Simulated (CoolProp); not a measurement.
Vapour-liquid equilibrium of R22 (1) + R123 (2) at 226.3 K; x and y are mole fractions of (1).

Computed with CoolProp (multi-fluid Helmholtz-energy mixture model, Kamei 1995 and Younglove 1994; pair parameters Bell 2016).

| x | bubble pressure (bar) | y at the bubble point | dew pressure at overall composition x (bar) | liquid density (mol/L) |
|---|---|---|---|---|
| 0.05 | 0.05780 | 0.633 | 0.02339 | 10.90 |
| 0.15 | 0.1343 | 0.859 | 0.02604 | 11.34 |
| 0.25 | 0.2143 | 0.922 | 0.02938 | 11.80 |
| 0.35 | 0.2940 | 0.950 | 0.03371 | 12.29 |
| 0.45 | 0.3711 | 0.966 | 0.03952 | 12.81 |
| 0.55 | 0.4445 | 0.977 | 0.04776 | 13.37 |
| 0.65 | (withheld) | 0.984 | 0.06035 | 13.97 |
| 0.75 | 0.5824 | (withheld) | 0.08197 | 14.62 |
| 0.85 | 0.6501 | 0.994 | 0.1279 | 15.33 |
| 0.95 | 0.7201 | 0.998 | 0.2929 | (withheld) |

Task: Some entries are withheld; supply them.

Result: 
- 0.65, bubble pressure (bar): 0.5146
- 0.75, y at the bubble point: 0.989
- 0.95, liquid density (mol/L): 16.09

No azeotrope shows between x = 0.05 and 0.95.

Pair parameters are fitted to limited data, so mixtures are less certain than the pure fluids. The gap from Raoult's law changes sign with composition, which may be real or a fault of the pair parameters; it wasn't checked against measurements.
